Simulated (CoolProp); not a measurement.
Saturation properties of dimethyl carbonate (Tc = 557.0 K, pc = 4.909 MPa, ω = 0.346).

Computed with CoolProp (reference Helmholtz-energy equation of state, Zhou 2011).

```
T (K)  p (MPa)  vapour density (kg/m³)  enthalpy of vaporisation (kJ/kg)  liquid cp (kJ/(kg K))  surface tension (mN/m)
-----  -------  ----------------------  --------------------------------  ---------------------  ----------------------
332.5  0.03407                   1.125                             396.5                  1.889                    23.3
341.2  0.04750                   1.534                             390.7                  1.907                    22.1
349.8  0.06470                   2.046                             384.9                  1.926                    20.9
358.4  0.08658                   2.687                             379.0                  1.946                    19.7
367.1   0.1144                   3.485                             373.0                  1.968                    18.5
375.7   0.1483                   4.447                             366.8                  1.990                    17.3
384.3   0.1897                   5.606                             360.6                  2.014                    16.2
393     0.2403                   7.007                             354.1                  2.039                    15.1
```

It boils at 363.3 K under 1 atm.

Surface tension comes from a separate correlation (Mulero 2014).
